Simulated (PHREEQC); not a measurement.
Acid mine or pickling water: speciation

A made-up water analysis in mg/L, 25 °C, pH 3.4, pe 9.1: Na 149; K 5.9; Ca 38.5; Mg 44.8; Cl 60.5; S(6) as SO4 518; Sr 0.218; Si as SiO2 21.2.

Cl is adjusted to close the charge balance.
Valence states are taken as typed.

Computed with PHREEQC (ion-association model, phreeqc.dat).

Precipitation was switched off in this run.

**Question.** Estimate the ionic strength, specific conductance.

**Answer.** ionic strength 0.0177 mol/kgw; specific conductance 1380 µS/cm.

**Question.** In which forms is Na present?

**Answer.** Na+ 99 %, NaSO4- 1.3 % of the Na.

Saturation is exceeded, for instance for Quartz (slow to form), Chalcedony (slow to form); the values hold only as long as no solid forms. Species that the database lacks are ignored.
